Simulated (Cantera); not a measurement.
Charge: 1 mol Fe2O3, 9 mol CO, at 1330 Pa.

Method: chemical equilibrium by Gibbs-energy minimisation in Cantera with the NASA 1993 tables (ideal gas, pure condensed phases). Candidate condensed phases: C, Fe, Fe(CO)5, FeO, Fe2O3, Fe3O4; 15 gas species. Mutual solubility and eutectic melting of coexisting phases are not modelled. The tables' stoichiometric FeO is somewhat more stable than real wüstite, so its field is too wide. FeO: taken at fixed stoichiometry. The numbers say what is thermodynamically allowed, not how fast it happens.

log p: log10 of the partial pressure in bar; n: condensed amount in mol.

```tsv
T (°C)	log p CO	log p CO2	log p Fe	log p FeO	n Fe(α)	n FeO(s)	n Fe(γ)	n Fe(δ)	n FeO(l)
800	-1.97	-2.60	-12.38	<-13	0.684	1.32	0	0	0
900	-1.96	-2.64	-10.71	<-13	0.542	1.46	0	0	0
1000	-1.95	-2.67	-9.30	-12.70	0	1.56	0.437	0	0
1100	-1.95	-2.70	-8.11	-11.21	0	1.65	0.348	0	0
1200	-1.94	-2.72	-7.08	-9.92	0	1.73	0.272	0	0
1300	-1.94	-2.75	-6.18	-8.80	0	1.79	0.206	0	0
1400	-1.93	-2.78	?	?	0	0	0	?	1.87
1500	-1.93	-2.82	-4.71	-7.01	0	0	0	0	1.99
1600	-1.93	-2.81	-4.17	-6.28	0	0	0	0	1.95
1700	-1.94	-2.78	?	?	0	0	0	0	1.87
1800	-1.96	-2.72	-3.34	-5.05	0	0	0	0	1.67
1900	-1.99	-2.64	-3.05	-4.52	0	0	0	0	1.33
2000	-2.05	-2.56	-2.82	-4.04	0	0	0	0	0.779
```

Q: Complete the blanks.

A: 
- 1700, log p Fe: -3.71
- 1700, log p FeO: -5.63
- 1400, log p Fe: -5.40
- 1400, log p FeO: -7.83
- 1400, n Fe(δ): 0.123
